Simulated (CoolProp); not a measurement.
p-xylene at 466.38 K and 0.288 MPa is throttled through a valve to 0.0395 MPa with no heat exchange. Each further row changes one setting.

Values from CoolProp's reference Helmholtz-energy equation of state, Zhou 2012.

```json
[
 {"case": "as stated", "temperature change (K)": "-5.7", "final density (kg/m³)": "[?]"},
 {"case": "outlet pressure 0.0118 MPa", "temperature change (K)": "-6.3", "final density (kg/m³)": "0.329"},
 {"case": "outlet pressure 0.0513 MPa", "temperature change (K)": "[?]", "final density (kg/m³)": "[?]"}
]
```

Fill in the missing entries.


- as stated, final density (kg/m³): 1.11
- outlet pressure 0.0513 MPa, temperature change (K): -5.4
- outlet pressure 0.0513 MPa, final density (kg/m³): 1.44
